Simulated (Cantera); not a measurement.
An adiabatic, constant-volume homogeneous reactor starts with CH4 : O2 : N2 = 1 : 5.71 : 21.5 (molar parts), equivalence ratio 0.35, at 1625 K and 39000 Pa. Integrator tolerance rtol = 1e-08.

Computed with Cantera and GRI-Mech 3.0 (53 species, 325 reactions).

Question: What does this change do: N2 21.5 to 61 parts?

Answer: 
```csv
quantity,before,after
time of steepest temperature rise,0.742 ms,1.46 ms
temperature at 6.00 s,2414 K,2025 K
equilibrium temperature,2414 K,2023 K
x(CH4) at 6.00 s,<1e-12 (gas-phase equilibrium <1e-12),<1e-12 (gas-phase equilibrium <1e-12)
x(O2) at 6.00 s,0.121 (gas-phase equilibrium 0.121),0.0525 (gas-phase equilibrium 0.0523)
x(CH3) at 6.00 s,<1e-12 (gas-phase equilibrium <1e-12),<1e-12 (gas-phase equilibrium <1e-12)
x(CO2) at 6.00 s,0.0324 (gas-phase equilibrium 0.0324),0.0146 (gas-phase equilibrium 0.0146)
x(C2H2) at 6.00 s,<1e-12 (gas-phase equilibrium <1e-12),<1e-12 (gas-phase equilibrium <1e-12)
x(NO2) at 6.00 s,8.25e-6 (gas-phase equilibrium 8.25e-6),2.23e-6 (gas-phase equilibrium 2.51e-6)
```

Question: What does this change do: pressure from 39000 Pa to 1300000 Pa?

Answer: 
| quantity | before | after |
|---|---|---|
| time of steepest temperature rise | 0.742 ms | 37.7 µs |
| temperature at 6.00 s | 2414 K | 2486 K |
| equilibrium temperature | 2414 K | 2486 K |
| x(CH4) at 6.00 s | <1e-12 (gas-phase equilibrium <1e-12) | <1e-12 (gas-phase equilibrium <1e-12) |
| x(O2) at 6.00 s | 0.121 (gas-phase equilibrium 0.121) | 0.122 (gas-phase equilibrium 0.122) |
| x(CH3) at 6.00 s | <1e-12 (gas-phase equilibrium <1e-12) | <1e-12 (gas-phase equilibrium <1e-12) |
| x(CO2) at 6.00 s | 0.0324 (gas-phase equilibrium 0.0324) | 0.0346 (gas-phase equilibrium 0.0346) |
| x(C2H2) at 6.00 s | <1e-12 (gas-phase equilibrium <1e-12) | <1e-12 (gas-phase equilibrium <1e-12) |
| x(NO2) at 6.00 s | 8.25e-6 (gas-phase equilibrium 8.25e-6) | 5.12e-5 (gas-phase equilibrium 5.12e-5) |
The pressure lies above the range GRI-Mech 3.0 was tuned for (to about 10 atm).
